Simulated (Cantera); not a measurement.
## NO annealing gas

A perfectly stirred reactor is fed with NO : N2 = 1 : 3.3 (molar parts), at 12.0 Torr; it is held at 2150 K, and followed from long to short residence time.

Cantera simulation using GRI-Mech 3.0 (53 species, 325 reactions); the numbers are that mechanism's predictions, not measurements. Radical loss at walls, strong at low pressure, is not modelled.

| τ (s) | x NO | x N2O | x O2 | x N2 | x O |
|---|---|---|---|---|---|
| 3.3 | 0.111 | 3.58e-6 | 0.0585 | 0.826 | 0.00368 |
| 0.92 | 0.194 | 1.31e-5 | 0.0182 | 0.786 | 0.00214 |
| 0.25 | 0.226 | 2.12e-5 | 0.00260 | 0.770 | 0.000924 |
| 0.069 | 0.232 | 2.27e-5 | 0.000255 | 0.768 | 0.000323 |
| 0.019 | 0.232 | 1.79e-5 | 1.83e-5 | 0.767 | 8.53e-5 |
| 0.0053 | 0.233 | 9.59e-6 | 1.16e-6 | 0.767 | 1.96e-5 |
| 0.0014 | 0.233 | 3.40e-6 | 6.72e-8 | 0.767 | 4.34e-6 |
| 0.00040 | 0.233 | 1.07e-6 | 5.08e-9 | 0.767 | 1.15e-6 |
| 0.00011 | 0.233 | 3.01e-7 | 3.74e-10 | 0.767 | 3.08e-7 |
x: mole fraction; the columns are a selection and need not sum to one.
